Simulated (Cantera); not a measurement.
**Ignition delay**

Mixture: 5.70 % CH4, 13.3 % O2, 81.0 % N2, at 33.6 atm, adiabatic and at constant volume. Ignition delay is the time to a rise of 400 K.

Model: GRI-Mech 3.0 (53 species, 325 reactions), integrated in Cantera. The pressure lies above the range GRI-Mech 3.0 was tuned for (to about 10 atm).

```json
[
 {"T0 (K)": "1150", "delay (ms)": "3.15"},
 {"T0 (K)": "1250", "delay (ms)": "0.944"},
 {"T0 (K)": "1350", "delay (ms)": "0.334"},
 {"T0 (K)": "1450", "delay (ms)": "0.131"},
 {"T0 (K)": "1550", "delay (ms)": "0.0553"},
 {"T0 (K)": "1650", "delay (ms)": "0.0246"},
 {"T0 (K)": "1750", "delay (ms)": "0.0115"},
 {"T0 (K)": "1850", "delay (ms)": "0.00576"}
]
```

apparent activation energy between 1650 and 1850 K: 180 kJ/mol
